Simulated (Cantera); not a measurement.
A closed system holds: 1 mol Si, 0.46 mol N2O, 630 mol N2, 1.3 mol H2O, at 44.0 Pa.

Equilibrium computed with Cantera from the NASA thermochemical tables; the gas is ideal and each condensed phase is pure. Candidate condensed phases: H2O, Si, SiO2, Si2N2O, Si3N4; 35 gas species. Mutual solubility and eutectic melting of coexisting phases are not modelled. The tables hold silica as quartz up to 1696 K and as liquid above; real silica turns to tridymite and cristobalite and melts near 1996 K. Kinetics and transport are ignored. All values below are at 1225 K.

Base state: N2 0.998, H2 0.00206 (mole fractions); condensed: SiO2(β-quartz) + Si2N2O(s).

### Question
What changes in the equilibrium state with this change: Si replaced by SiC?

### Answer
```json
[
 {"species": "N2", "before": "0.998", "after": "0.996"},
 {"species": "H2", "before": "0.00206", "after": "0.00206"},
 {"species": "CO", "before": "0", "after": "0.00158"},
 {"species": "SiO2(β-quartz), mol", "before": "0.838", "after": "0.172"},
 {"species": "Si2N2O(s), mol", "before": "0.0784", "after": "0.412"}
]
```
Further candidate phases: C, C6H6, C7H8, C8H18, SiC.
